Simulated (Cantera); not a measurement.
What does this Cantera script print?

```python
import numpy as np
import cantera as ct

gas_names = """
    Mg MgN MgO Mg2 N NO NO2 NO3 N2 N2O O O2 O3 Si SiN SiO SiO2 Si2 Si2N Si3
""".split()
cond_names = """
    Mg(cr) Mg(L) MgO(s) MgO(L) MgSiO3(I) MgSiO3(II) MgSiO3(III) MgSiO3(L) Mg2SiO4(s) Mg2SiO4(L) Si(cr)
    Si(L) SiO2(Lqz) SiO2(hqz) SiO2(L) Si2N2O(s) Si3N4(a)
""".split()


# ... load() reads the species with a 1 bar reference pressure and builds the phases ...
atoms = {
    'SiO2': {'Si': 1, 'O': 2},
    'MgO': {'Mg': 1, 'O': 1},
    'N2': {'N': 2},
}
top_T = {'Si2N2O(s)': 2100, 'Si3N4(a)': 2400}  # K; cautious upper limits of use, not melting points


# ... equilibrate(T, P, feed) seeds the gas with the atoms and calls Mixture.equilibrate('TP', solver="vcs", rtol=1e-11, max_steps=5000) ...
results = []
feed = {'SiO2': 1, 'MgO': 0.34, 'N2': 1.9}  # mol
P = 1000  # Pa
for T in [1098, 1148, 1198, 1248, 1298, 1348, 1398, 1448, 1498, 1548, 1598, 1648, 1698, 1748]:
    mix = equilibrate(T, P, feed)
    results.append((T, P, feed, dict(zip(mix.species_names, mix.species_moles))))
    x = sorted(zip(gas.X, gas.species_names), reverse=True)
    print(f"T = {T:g} K  P = {P:g} Pa  gas = {mix.phase_moles(0):.4g} mol")
    print("   x: " + "  ".join(f"{s} {v:.3e}" for v, s in x if v > 1e-06))
    print("   condensed (mol): " + ("  ".join(f"{mix.phase(i).name} {mix.phase_moles(i):.4g}"
          for i in range(1, mix.n_phases) if mix.phase_moles(i) > 1e-12) or "none"))
```

Output:

```
T = 1098 K  P = 1000 Pa  gas = 1.9 mol
   x: N2 1.000e+00
   condensed (mol): MgSiO3(II) 0.34  SiO2(hqz) 0.66
T = 1148 K  P = 1000 Pa  gas = 1.9 mol
   x: N2 1.000e+00
   condensed (mol): MgSiO3(II) 0.34  SiO2(hqz) 0.66
T = 1198 K  P = 1000 Pa  gas = 1.9 mol
   x: N2 1.000e+00
   condensed (mol): MgSiO3(II) 0.34  SiO2(hqz) 0.66
T = 1248 K  P = 1000 Pa  gas = 1.9 mol
   x: N2 1.000e+00
   condensed (mol): MgSiO3(II) 0.34  SiO2(hqz) 0.66
T = 1298 K  P = 1000 Pa  gas = 1.9 mol
   x: N2 1.000e+00
   condensed (mol): MgSiO3(III) 0.34  SiO2(hqz) 0.66
T = 1348 K  P = 1000 Pa  gas = 1.9 mol
   x: N2 1.000e+00
   condensed (mol): MgSiO3(III) 0.34  SiO2(hqz) 0.66
T = 1398 K  P = 1000 Pa  gas = 1.9 mol
   x: N2 1.000e+00
   condensed (mol): MgSiO3(III) 0.34  SiO2(hqz) 0.66
T = 1448 K  P = 1000 Pa  gas = 1.9 mol
   x: N2 1.000e+00
   condensed (mol): MgSiO3(III) 0.34  SiO2(hqz) 0.66
T = 1498 K  P = 1000 Pa  gas = 1.9 mol
   x: N2 1.000e+00
   condensed (mol): MgSiO3(III) 0.34  SiO2(hqz) 0.66
T = 1548 K  P = 1000 Pa  gas = 1.9 mol
   x: N2 1.000e+00
   condensed (mol): MgSiO3(III) 0.34  SiO2(hqz) 0.66
T = 1598 K  P = 1000 Pa  gas = 1.9 mol
   x: N2 1.000e+00
   condensed (mol): MgSiO3(III) 0.34  SiO2(hqz) 0.66
T = 1648 K  P = 1000 Pa  gas = 1.9 mol
   x: N2 1.000e+00  SiO 2.510e-06  NO 2.217e-06
   condensed (mol): MgSiO3(III) 0.34  SiO2(hqz) 0.66
T = 1698 K  P = 1000 Pa  gas = 1.9 mol
   x: N2 1.000e+00  SiO 6.742e-06  NO 5.459e-06
   condensed (mol): MgSiO3(III) 0.34  SiO2(L) 0.66
T = 1748 K  P = 1000 Pa  gas = 1.9 mol
   x: N2 1.000e+00  SiO 1.721e-05  NO 1.247e-05  O2 2.144e-06  O 1.074e-06
   condensed (mol): MgSiO3(III) 0.34  SiO2(L) 0.66
```

Equilibrium computed with Cantera from the NASA thermochemical tables; the gas is ideal and each condensed phase is pure. Mutual solubility and eutectic melting of coexisting phases are not modelled. The tables hold silica as quartz up to 1696 K and as liquid above; real silica turns to tridymite and cristobalite and melts near 1996 K. Condensed phases not in the tables: alloys, solid solutions and most ternary compounds.
